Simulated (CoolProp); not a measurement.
The fluid at 298.15 K and 1.79 MPa is throttled through a valve to 0.771 MPa with no heat exchange. The same conditions are run with several fluids, on thermodynamics alone (safety and materials aside).

Values from CoolProp's reference Helmholtz-energy equation of state of each fluid (methane: Setzmann 1991; ethane: Bücker 2006; dry air: Lemmon 2000; ethylene: Smukala 2000; hydrogen chloride: Thol 2018). Blends and air are pseudo-pure fits.

Rank methane, ethane, dry air, ethylene, hydrogen chloride by temperature change (K), highest first.

dry air (-2.2), methane (-4.5), ethylene (-11.3), ethane (-12.8), hydrogen chloride (-16.6)

```
fluid              final density (kg/m³)
-----------------  ---------------------
methane                             5.14
ethane                              10.5
dry air                             9.10
ethylene                            9.55
hydrogen chloride                   12.7
```
